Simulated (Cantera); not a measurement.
**Chlorosilane synthesis and conversion: SiCl4 + Cl2 + H2**

Input: 1 mol SiCl4, a varied amount of Cl2, 0.64 mol H2, at 1173 K and 10000 Pa.

Method: chemical equilibrium by Gibbs-energy minimisation in Cantera with the NASA 1993 tables (ideal gas, pure condensed phases). Candidate condensed phases: Si; 19 gas species. The tables' values for SiCl3 are old estimates; treat these amounts as uncertain. Equilibrium is a limit: real reactors are often held back by kinetics, nucleation or transport.

From 0.5 mol Cl2 to 2.2 mol Cl2 nothing is condensed. The main Si-bearing gas is SiCl4 throughout.

```csv
n(Cl2) (mol),x HCl,x SiCl4,x Cl2,x H2,x Cl
0.5,0.470,0.463,2.99e-9,0.0628,6.12e-7
0.57,0.517,0.450,7.47e-9,0.0304,9.68e-7
0.64,0.561,0.439,1.37e-5,1.95e-5,4.15e-5
0.72,0.542,0.423,0.0328,7.57e-9,0.00203
0.82,0.520,0.406,0.0716,3.19e-9,0.00300
0.93,0.497,0.388,0.111,1.89e-9,0.00373
1.1,0.466,0.364,0.165,1.11e-9,0.00455
1.2,0.450,0.351,0.194,8.81e-10,0.00494
1.3,0.434,0.339,0.221,7.22e-10,0.00527
1.5,0.406,0.318,0.270,5.18e-10,0.00582
1.7,0.382,0.298,0.313,3.95e-10,0.00627
2,0.350,0.274,0.369,2.82e-10,0.00680
2.2,0.332,0.259,0.401,2.33e-10,0.00710
```
x: gas mole fraction; nothing condenses.
